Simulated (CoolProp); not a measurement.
Computed with CoolProp (reference Helmholtz-energy equation of state, Zhou 2012).

Question: For m-xylene, give the phase and the Joule-Thomson coefficient (K/MPa), viscosity (µPa s), fugacity coefficient at 620 K and 13.3 bar; 620 K and 33.1 bar; 620 K and 46.4 bar.

Answer: 
- 620 K and 13.3 bar: gas; Joule-Thomson coefficient 9.08, viscosity 13.9, fugacity coefficient 0.868
- 620 K and 33.1 bar: gas; Joule-Thomson coefficient 18.6, viscosity 16.4, fugacity coefficient 0.677
- 620 K and 46.4 bar: supercritical; Joule-Thomson coefficient 2.99, viscosity 49.4, fugacity coefficient 0.531

Viscosity comes from a separate model (Cao 2016).
